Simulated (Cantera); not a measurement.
An adiabatic, constant-pressure homogeneous reactor starts with H₂ : O₂ : N₂ : H₂O = 1 : 0.263 : 0.989 : 0.35 (molar parts), equivalence ratio 1.9, at 1600 K and 24.0 bar.

Model: GRI-Mech 3.0 (53 species, 325 reactions), integrated in Cantera. The hydrogen kinetics of GRI-Mech 3.0 are dated; newer H2 mechanisms differ, most at raised pressure. The pressure lies above the range GRI-Mech 3.0 was tuned for (to about 10 atm).

x: mole fraction; the columns are a selection and need not sum to one.

| t (s) | T (K) | x H₂ | x O₂ | x H₂O | x NO₂ | x H |
|---|---|---|---|---|---|---|
| 9.00e-6 | 2849 | 0.200 | 9.82e-5 | 0.367 | … | 0.00891 |
| 2.79e-5 | 2849 | 0.200 | 9.78e-5 | 0.367 | … | 0.00890 |
| 8.63e-5 | 2848 | 0.200 | 9.67e-5 | 0.366 | … | 0.00887 |
| 0.000267 | 2846 | 0.200 | 9.53e-5 | 0.366 | 3.86e-8 | 0.00883 |
| 0.000828 | 2846 | 0.200 | 9.51e-5 | 0.366 | 4.12e-8 | 0.00882 |
| 0.00256 | 2846 | 0.200 | 9.51e-5 | 0.366 | 4.12e-8 | 0.00882 |
| 0.00794 | 2846 | 0.200 | 9.51e-5 | 0.366 | 4.12e-8 | 0.00882 |
| 0.0246 | 2846 | 0.200 | 9.51e-5 | 0.366 | 4.12e-8 | 0.00882 |
| 0.0761 | 2846 | 0.200 | 9.51e-5 | 0.366 | 4.12e-8 | 0.00882 |
| 0.236 | 2846 | 0.200 | 9.51e-5 | 0.366 | 4.12e-8 | 0.00882 |
| 0.730 | 2846 | 0.200 | 9.51e-5 | 0.366 | 4.12e-8 | 0.00882 |
| 2.26 | 2846 | 0.200 | 9.51e-5 | 0.366 | 4.12e-8 | 0.00882 |
| 7.00 | 2846 | 0.200 | 9.51e-5 | 0.366 | 4.12e-8 | 0.00882 |

Problem. What belongs in the gaps?

Solution. 
- 9.00e-6, x NO₂: 3.93e-9
- 2.79e-5, x NO₂: 8.86e-9
- 8.63e-5, x NO₂: 2.19e-8
